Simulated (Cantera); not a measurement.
Feed: 1 mol SiHCl₃, 3.1 mol NH₃, 21 mol N₂, held at 0.340 bar.

Cantera equilibrium calculation (NASA polynomials, part measured and part estimated; ideal gas, pure solids and liquids). Candidate condensed phases: NH₄Cl, Si, Si₃N₄; 28 gas species. The tables' values for SiCl₃, SiCl are old estimates; treat these amounts as uncertain. Equilibrium is a limit: real reactors are often held back by kinetics, nucleation or transport.

log p: log10 of the partial pressure in bar; n: condensed amount in mol.

```
T (°C)  log p N₂  log p H₂  log p HCl  log p SiCl₂  log p SiCl₄  log p SiCl₃  n Si₃N₄(s)
------  --------  --------  ---------  -----------  -----------  -----------  ----------
525        -0.58     -1.34      -1.50       -11.75        -2.99        -8.40       0.305
625        -0.58     -1.35      -1.48        -9.76        -3.16        -7.31       0.314
725        -0.58     -1.35      -1.47        -8.19        -3.31        -6.45       0.320
825        -0.58     -1.35      -1.47        -6.91        -3.44        -5.75       0.323
925        -0.58     -1.36      -1.46        -5.85        -3.55        -5.17       0.325
1025       -0.58     -1.36      -1.46        -4.97        -3.65        -4.69       0.326
1125       -0.58     -1.36      -1.46          ___          ___        -4.29       0.325
1225       -0.58     -1.35      -1.47        -3.58        -3.84        -3.96       0.318
1325       -0.58     -1.35      -1.48        -3.05        -4.00        -3.72       0.300
1425       -0.58     -1.34      -1.52          ___          ___        -3.59         ___
1525       -0.58     -1.32      -1.59        -2.36        -4.60        -3.58       0.201
1625       -0.58     -1.30      -1.68        -2.17        -5.04        -3.67       0.134
```

**Question.** Fill in the missing entries.

**Answer.** 
- 1425, log p SiCl₂: -2.65
- 1425, log p SiCl₄: -4.24
- 1425, n Si₃N₄(s): 0.261
- 1125, log p SiCl₂: -4.21
- 1125, log p SiCl₄: -3.74
